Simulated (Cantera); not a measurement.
An isothermal, constant-pressure homogeneous reactor starts with 8.01 % H₂, 17.0 % O₂, 75.0 % N₂, at 1100 K and 0.424 atm.

Model: the H2/O2 subset of GRI-Mech 3.0, which has no nitrogen chemistry, integrated in Cantera. The temperature is held fixed by assumption; the heat of reaction is taken as removed at once.

One state of this run: x H₂ = 1.76e-9; x O₂ = 0.136; x OH = 1.52e-6; x O = 6.78e-9; x H₂O₂ = 8.40e-10; x HO₂ = 2.16e-9. x: mole fraction; the columns are a selection and need not sum to one.

Task: Which value of t (s) does it belong to?
A. 2.00e-5
B. 30.1
C. 1.13
D. 10.1

Result: C, 1.13
